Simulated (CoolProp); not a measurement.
Vapour-liquid equilibrium of R152A (1) + isobutane (2) at 59.35 °C; x and y are mole fractions of (1).

Model: multi-fluid Helmholtz-energy mixture model, Outcalt 1996 and Bücker 2006; pair parameters Bell 2016, in CoolProp.

| x | bubble pressure, mixture model (MPa) | bubble pressure, Raoult's law (MPa) | y, mixture model | y, Raoult's law |
|---|---|---|---|---|
| 0.05 | (withheld) | 0.8873 | 0.134 | 0.083 |
| 0.125 | 1.110 | 0.9339 | (withheld) | 0.198 |
| 0.2 | (withheld) | 0.9805 | (withheld) | 0.301 |
| 0.275 | 1.321 | 1.027 | 0.448 | 0.396 |
| 0.35 | (withheld) | 1.074 | 0.508 | 0.482 |
| 0.425 | 1.460 | 1.120 | 0.560 | 0.561 |
| 0.5 | 1.508 | 1.167 | 0.606 | 0.633 |
| 0.575 | 1.545 | 1.214 | 0.649 | 0.700 |
| 0.65 | 1.571 | 1.260 | (withheld) | 0.762 |
| 0.725 | 1.585 | 1.307 | 0.739 | 0.820 |
| 0.8 | 1.586 | 1.354 | 0.790 | 0.873 |
| 0.875 | 1.569 | 1.400 | 0.852 | 0.924 |
| 0.95 | (withheld) | 1.447 | 0.931 | 0.970 |

**Question.** Complete the blanks.

**Answer.** 
- 0.05, bubble pressure, mixture model (MPa): 0.9673
- 0.125, y, mixture model: 0.274
- 0.2, bubble pressure, mixture model (MPa): 1.226
- 0.2, y, mixture model: 0.373
- 0.35, bubble pressure, mixture model (MPa): 1.398
- 0.65, y, mixture model: 0.693
- 0.95, bubble pressure, mixture model (MPa): 1.526

The largest gap from Raoult's law is +30.4 % in bubble pressure, at x = 0.425. y crosses x between x = 0.725 and 0.8: the model has an azeotrope there.

Pair parameters are fitted to limited data, so mixtures are less certain than the pure fluids.
